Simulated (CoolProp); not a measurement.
A single-stage vapour-compression cycle with the fluid: evaporating at 226.15 K (dew point), condensing at 272.15 K (bubble point), superheat 2 K, subcooling 5 K, compressor efficiency 0.6, no pressure losses. The same conditions are run with several fluids, on thermodynamics alone (safety and materials aside).

Computed with CoolProp (reference Helmholtz-energy equation of state of each fluid (R115: Lemmon 2016; hydrogen chloride: Thol 2018; fluoroethane (R161): Wu 2012; hydrogen sulfide: Lemmon 2006; CH2F2 (R32): Tillner-Roth 1997; R507A: Lemmon 2003)). Blends and air are pseudo-pure fits.

| fluid | cooling COP | pressure ratio | discharge temperature (K) | refrigerating effect (kJ/kg) | volumetric capacity (kJ/m³) |
|---|---|---|---|---|---|
| R115 | 2.41 | 6.05 | 290.2 | 90.1 | 535 |
| hydrogen chloride | 2.31 | 4.26 | 404.0 | 325 | 4070 |
| fluoroethane (R161) | 2.55 | 6.57 | 347.3 | 354 | 591 |
| hydrogen sulfide | 2.45 | 5.27 | 411.8 | 449 | 1590 |
| CH2F2 (R32) | 2.45 | 6.16 | 381.1 | 311 | 1140 |
| R507A | 2.46 | 6.05 | 308.2 | 146 | 795 |
